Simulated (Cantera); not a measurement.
Input: 1 mol SiCl₄, 0.013 mol CH₄, 660 mol H₂, at 2450 K and 15.0 mbar.

These are equilibrium values from Cantera (NASA tables, ideal gas, pure condensed phases), not measurements of a reactor. Candidate condensed phases: C, C₆H₆, C₇H₈, C₈H₁₈, Si, SiC; 109 gas species. Equilibrium is a limit: real reactors are often held back by kinetics, nucleation or transport.

Base state: H₂ 0.842, H 0.151, HCl 0.00494, Si 0.00134, Cl 0.000627, SiH 4.30e-5 (mole fractions); condensed: gas only.

Question: What changes in the equilibrium state with this change: pressure from 15.0 mbar to 0.100 bar?

Answer: 
```json
[
 {"species": "H₂", "before": "0.842", "after": "0.931"},
 {"species": "H", "before": "0.151", "after": "0.0613"},
 {"species": "HCl", "before": "0.00494", "after": "0.00557"},
 {"species": "Si", "before": "0.00134", "after": "0.00130"},
 {"species": "SiH₂", "before": "4.45e-6", "after": "3.17e-5"},
 {"species": "SiCl", "before": "4.46e-6", "after": "1.19e-5"},
 {"species": "SiH", "before": "4.30e-5", "after": "0.000113"},
 {"species": "Cl", "before": "0.000627", "after": "0.000260"}
]
```
The tables' values for SiCl are old estimates; treat these amounts as uncertain. Gases not in the tables: Si₂H₆ and higher silanes.
